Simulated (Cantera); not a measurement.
## Equilibrium for oxide etching and cleaning by halides: CaO + HCl + H2

A closed system holds: 1 mol CaO, 32 mol HCl, 0.17 mol H2, at 1798.15 K.

Equilibrium computed with Cantera from the NASA thermochemical tables; the gas is ideal and each condensed phase is pure. Candidate condensed phases: Ca, CaCl2, CaO, Ca(OH)2, H2O; 21 gas species. Kinetics and transport are ignored.

```csv
P (Pa),x HCl,x Cl,x H2,x H,x CaCl2,x H2O
1,0.640,0.189,0.0836,0.0322,0.0275,0.0267
5.20,0.755,0.117,0.0580,0.0118,0.0290,0.0286
27,0.828,0.0698,0.0380,0.00418,0.0299,0.0297
140,0.873,0.0401,0.0246,0.00148,0.0304,0.0303
720,0.899,0.0224,0.0163,0.000530,0.0307,0.0307
3700,0.915,0.0121,0.0113,0.000195,0.0309,0.0309
19000,0.923,0.00623,0.00843,7.43e-5,0.0310,0.0310
100000,0.928,0.00302,0.00687,2.92e-5,0.0310,0.0310
```
x: gas mole fraction; nothing condenses.

From 0.00750 Torr to 750 Torr nothing is condensed. The main Ca-bearing gas is CaCl2 throughout.
